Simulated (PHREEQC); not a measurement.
Model water analysis in mg/L, 20 °C, pH 6.94, pe 10.6:

| constituent | mg/L |
|---|---|
| Na | 1.18 |
| K | 0.397 |
| Ca | 0.658 |
| Mg | 0.165 |
| Cl | 3.02 |
| S(6) as SO4 | 0.312 |
| Alkalinity as HCO3 | 0.82 |
| Si as SiO2 | 0.00738 |
| Li | 0.00111 |

Cl is adjusted to close the charge balance.
Valence states are taken as typed.

Model: ion-association model, phreeqc.dat, run in PHREEQC.

| quantity | before | after |
|---|---|---|
| CO2 (mol/kgw) | 3.68e-6 | 1.14e-6 |
| CaSO4 (mol/kgw) | 8.17e-9 | 8.17e-9 |
| CO3-2 (mol/kgw) | 5.14e-9 | 1.60e-8 |
| MgSO4 (mol/kgw) | 4.06e-9 | 4.06e-9 |
| CaHCO3+ (mol/kgw) | 2.46e-9 | 2.42e-9 |
| MgHCO3+ (mol/kgw) | 9.95e-10 | 9.78e-10 |
| SI of Quartz (SiO2) | -2.86 | -2.86 |

### Question
What was changed between the two runs?
A) S(6) from 0.312 to 0.156 mg/L
B) pH from 6.94 to 5.94 at the same alkalinity
C) pH from 6.94 to 7.44 at the same alkalinity
D) temperature from 20 to 55 °C at the same typed pH

### Answer
C, pH from 6.94 to 7.44 at the same alkalinity

Precipitation was switched off in this run.
